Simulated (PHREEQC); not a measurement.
Make-up at 76 °C: 0.0034 mol NH4HF2, 0.0051 mol H2SiF6 and 0.00073 mol H3BO3 per kg of water. Closed to the air; pH follows from the charge balance.

The numbers come from PHREEQC with the ion-association model, wateq4f.dat.

| Property | Value |
|---|---|
| pH | 2.34 |
| ionic strength | 0.0120 mol/kgw |
| total alkalinity | -34.0 meq/kg |

```csv
species,molality,activity,log γ
HF,0.0130,0.0130,0.001
H+,0.00508,0.00457,-0.047
SiF6-2,0.00354,0.00218,-0.209
NH4+,0.00340,0.00300,-0.054
H4SiO4,0.00156,0.00157,0.001
F-,0.000793,0.000699,-0.055
BF4-,0.000503,0.000441,-0.057
H3BO3,0.000160,0.000160,0.001
H2F2,5.95e-5,5.97e-5,0.001
HF2-,4.47e-5,3.94e-5,-0.055
BF3OH-,4.09e-5,3.59e-5,-0.057
BF2(OH)2-,2.60e-5,2.28e-5,-0.057
BF(OH)3-,8.03e-8,7.05e-8,-0.057
NH3,7.96e-9,7.96e-9,0.000
```

No solid was allowed to form. The solution is supersaturated, for example in Quartz (slow to form), Chalcedony (slow to form), so a real one may precipitate; this is no full list. Constants without temperature data keep their 25 °C values here. SiF6-2 is the database's only silicon fluoride. Real BF4- forms and hydrolyses slowly; the run takes it at equilibrium.
